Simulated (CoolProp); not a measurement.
R134a along the isobar 4.31 MPa: fugacity coefficient from the reference equation and from simpler models built on Tc = 374.2 K, pc = 4.059 MPa, ω = 0.327; each cubic takes its own stable root.

Computed with CoolProp (reference Helmholtz-energy equation of state, Tillner-Roth 1994).

| T (K) | phase | reference | van der Waals | Redlich-Kwong | Soave-Redlich-Kwong | Peng-Robinson |
|---|---|---|---|---|---|---|
| 300.3 | liquid | 0.1604 | 0.3453 | 0.2286 | 0.1681 | 0.1623 |
| 307.9 | liquid | 0.1939 | 0.3772 | 0.2646 | 0.2035 | 0.1962 |
| 315.4 | liquid | 0.2308 | 0.4094 | 0.3025 | 0.2425 | 0.2336 |
| 323 | liquid | 0.2720 | 0.4428 | 0.3430 | 0.2858 | 0.2752 |
| 330.6 | liquid | 0.3168 | 0.4765 | 0.3854 | 0.3327 | 0.3202 |
| 338.1 | liquid | 0.3644 | 0.5102 | 0.4285 | 0.3821 | 0.3678 |
| 345.7 | liquid | 0.4155 | 0.5443 | 0.4731 | 0.4348 | 0.4185 |
| 353.2 | liquid | 0.4684 | 0.5777 | 0.5176 | 0.4885 | 0.4704 |
| 360.8 | liquid | 0.5237 | 0.6111 | 0.5623 | 0.5437 | 0.5237 |
| 368.4 | liquid | 0.5795 | 0.6435 | 0.6058 | 0.5980 | 0.5763 |
